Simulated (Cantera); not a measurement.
A closed system holds: 1 mol Si, 7.6 mol F2, 0.51 mol H2, held at 600 K and 1.73 Torr.

Cantera equilibrium calculation (NASA polynomials, part measured and part estimated; ideal gas, pure solids and liquids). Kinetics and transport are ignored.

```json
[
 {"species": "SiF4", "before": "0.140", "after": "0.592"},
 {"species": "H2", "before": "<1e-9", "after": "0.403"},
 {"species": "SiHF3", "before": "<1e-9", "after": "0.00524"},
 {"species": "F2", "before": "0.714", "after": "<1e-9"},
 {"species": "HF", "before": "0.143", "after": "1.58e-9"},
 {"species": "F", "before": "0.00248", "after": "<1e-9"},
 {"species": "SiH2F2", "before": "<1e-9", "after": "3.36e-5"},
 {"species": "Si(s), mol", "before": "0", "after": "0.248"}
]
```
Gas species are given as mole fractions.

What was changed between the two runs?
A) temperature from 600 K to 1650 K
B) temperature from 600 K to 923.15 K
C) F2 from 7.6 to 1.5 mol
D) temperature from 600 K to 1073 K

C, F2 from 7.6 to 1.5 mol
